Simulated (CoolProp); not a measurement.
Normal hydrogen along the isotherm 36.2 K: Z from the reference equation and from simpler models built on Tc = 33.1 K, pc = 1.296 MPa, ω = -0.219; each cubic takes its own stable root.

Model: reference Helmholtz-energy equation of state, Leachman 2009, in CoolProp.

| p (MPa) | phase | reference |
|---|---|---|
| 0.81 | gas | 0.8173 |
| 1.62 | supercritical | 0.5338 |
| 2.43 | supercritical | 0.3632 |
| 3.24 | supercritical | 0.4215 |
| 4.05 | supercritical | 0.4917 |
| 4.86 | supercritical | 0.5632 |
| 5.67 | supercritical | 0.6343 |
| 6.48 | supercritical | 0.7045 |

How far does each simpler model (van der Waals, Peng-Robinson) lie from the reference over these 8 states: mean and median of the absolute difference, and the worst?


- van der Waals: mean 18.0 %, median 23.7 %, worst +24.0 % at 36.2 K and 6.48 MPa
- Peng-Robinson: mean 7.6 %, median 8.4 %, worst -10.8 % at 36.2 K and 6.48 MPa
